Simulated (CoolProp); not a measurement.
Vapour-liquid equilibrium of CH2F2 (R32) (1) + fluoroethane (R161) (2) at 0.568 MPa; x and y are mole fractions of (1).

Values from CoolProp's multi-fluid Helmholtz-energy mixture model, Tillner-Roth 1997 and Wu 2012; pair parameters Bell 2016.

**Question.** Give the bubble temperature and the first vapour's composition at x = 0.05, 0.35, 0.5. Is there an azeotrope?

**Answer.** x = 0.05: 6.5 °C, y = 0.093; x = 0.35: -1.1 °C, y = 0.486; x = 0.5: -3.8 °C, y = 0.628. No azeotrope shows between x = 0.05 and 0.95.

The pair parameters rest on a limited set of measurements; away from them the model extrapolates.
